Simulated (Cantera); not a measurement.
An isothermal, constant-pressure homogeneous reactor starts with C₂H₆ : H₂ = 1 : 20 (molar parts), at 1125 K and 0.220 bar.

Computed with Cantera and GRI-Mech 3.0 (53 species, 325 reactions). GRI-Mech 3.0 stops at C3 and has no aromatics, soot or wall deposition, so with more carbon than oxygen in the feed, carbon stays in small species such as C2H2 where larger ones or solid carbon would form.

x: mole fraction; the columns are a selection and need not sum to one.

| t (s) | x C₂H₆ | x H₂ | x CH₄ | x C₂H₄ | x C₂H₂ | x CH₃ | x CH₂ |
|---|---|---|---|---|---|---|---|
| 0.000800 | 0.0476 | 0.952 | 6.87e-6 | 4.41e-5 | 2.59e-10 | 2.03e-7 | <1e-12 |
| 0.00325 | 0.0468 | 0.952 | 8.54e-5 | 0.000687 | 6.19e-8 | 1.03e-6 | 1.20e-12 |
| 0.0132 | ___ | 0.952 | ___ | ___ | ___ | ___ | 4.28e-12 |
| 0.0539 | 0.0230 | 0.951 | 0.00486 | 0.0211 | 9.64e-5 | 1.61e-6 | 2.97e-12 |
| 0.219 | 0.00524 | 0.949 | 0.00990 | 0.0350 | 0.000701 | 8.05e-7 | 1.10e-12 |
| 0.891 | 0.00264 | 0.947 | 0.0149 | 0.0336 | 0.00210 | 7.50e-7 | <1e-12 |
| 3.63 | 0.00210 | 0.940 | 0.0275 | 0.0270 | 0.00317 | 1.09e-6 | <1e-12 |
| 14.7 | 0.00135 | 0.928 | 0.0512 | 0.0174 | 0.00218 | 1.41e-6 | <1e-12 |
| 60.0 | ___ | 0.915 | ___ | ___ | ___ | ___ | <1e-12 |

**Question.** Some entries are withheld; supply them.

**Answer.** 
- 0.0132, x C₂H₆: 0.0409
- 0.0132, x CH₄: 0.00116
- 0.0132, x C₂H₄: 0.00586
- 0.0132, x C₂H₂: 5.08e-6
- 0.0132, x CH₃: 2.21e-6
- 60.0, x C₂H₆: 0.000595
- 60.0, x CH₄: 0.0758
- 60.0, x C₂H₄: 0.00772
- 60.0, x C₂H₂: 0.000958
- 60.0, x CH₃: 1.23e-6
